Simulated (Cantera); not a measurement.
A closed system holds: 1 mol SiHCl3, 0.0054 mol C2H4, 6.3 mol H2, at 79000 Pa.

Points: T (K) = 1225, 1325, 1425, 1525, 1625, 1725, 1825, 1925, 2025, 2125, 2225, 2325, 2425, 2525.

Cantera's Mixture.equilibrate('TP', solver="vcs", rtol=1e-11, max_steps=5000) on the NASA tables stopped like this:

```
ERROR: FAILURE its = 5001!

*******************************************************************************
CanteraError thrown by MultiPhase::equilibrate:
VCS solver failed. Return code: -1
*******************************************************************************
```

Task: What got this run through?

Result: This is not unique; one that fits is The failure is numerical, not chemical. The same input converged with solver="gibbs", rtol=1e-10, max_steps=50000, and the result passed a check of the equilibrium conditions:
```
log10 of partial pressures in bar; condensed amounts in mol
       T/K        H2       HCL     SiCL2     SiCL4    SiHCL3         H    Si(cr)     Si(L)    SiC(b)
      1225    -0.172    -1.422    -2.284    -1.367    -1.623    -6.592    0.2266         0   0.01069
      1325    -0.184    -1.233    -1.843    -1.484    -1.726    -5.878    0.2357         0   0.01071
      1425    -0.198    -1.099    -1.520    -1.690    -1.896    -5.265    0.2179         0   0.01072
      1525    -0.211    -1.019    -1.311    -2.009    -2.148    -4.732    0.1793         0   0.01073
      1625    -0.220    -0.979    -1.195    -2.418    -2.466    -4.261     0.142         0   0.01074
      1725    -0.225    -0.954    -1.145    -2.850    -2.805    -3.843         0    0.1306   0.01074
      1825    -0.229    -0.921    -1.137    -3.249    -3.132    -3.471         0    0.1542   0.01073
      1925    -0.233    -0.895    -1.139    -3.623    -3.437    -3.136         0    0.1796   0.01071
      2025    -0.236    -0.875    -1.147    -3.970    -3.719    -2.834         0    0.2042   0.01065
      2125    -0.240    -0.858    -1.158    -4.289    -3.978    -2.560         0    0.2259   0.01047
      2225    -0.244    -0.845    -1.172    -4.584    -4.218    -2.310         0    0.2427  0.009879
      2325    -0.249    -0.835    -1.188    -4.859    -4.441    -2.083         0     0.251  0.008105
      2425    -0.255    -0.829    -1.207    -5.118    -4.653    -1.875         0    0.2444  0.003112
      2525    -0.265    -0.827    -1.230    -5.367    -4.856    -1.685         0     0.209         0
```

The gas is ideal and each condensed phase is pure. Mutual solubility and eutectic melting of coexisting phases are not modelled. The tables' values for SiCl3, SiCl are old estimates; treat these amounts as uncertain. Gases not in the tables: Si2H6 and higher silanes.
